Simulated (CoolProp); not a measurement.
Carbon dioxide at 298.15 K and 3.06 MPa is throttled through a valve to 1.09 MPa with no heat exchange. Each further row changes one setting.

Model: reference Helmholtz-energy equation of state, Span 1996, in CoolProp.

| case | temperature change (K) | final density (kg/m³) |
|---|---|---|
| as stated | ___ | ___ |
| outlet pressure 0.327 MPa | -35.2 | ___ |
| outlet pressure 1.42 MPa | ___ | ___ |

Problem. Fill in the missing entries.

Solution. 
- as stated, temperature change (K): -24.2
- as stated, final density (kg/m³): 22.8
- outlet pressure 0.327 MPa, final density (kg/m³): 6.75
- outlet pressure 1.42 MPa, temperature change (K): -19.8
- outlet pressure 1.42 MPa, final density (kg/m³): 29.8
